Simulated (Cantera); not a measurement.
Standard-state values (1 bar) from the NASA 1993 polynomials, evaluated with Cantera. Values are per mole of reaction as written; species without (g) are pure solids or liquids, kept so even where they would boil at 1 bar. TaC: taken at fixed stoichiometry.

### Question
Between 300 and 1250 K, where is each reaction favourable under standard conditions?
- C₂H₄(g) + 2 Ta → 2 TaC + 2 H₂(g)

### Answer
- C₂H₄(g) + 2 Ta → 2 TaC + 2 H₂(g): ΔG° is -354 kJ at 300 K and -421 kJ at 1250 K; it stays negative (K > 1). ΔH° is -320 kJ and ΔS° 81 J/K at 1250 K.
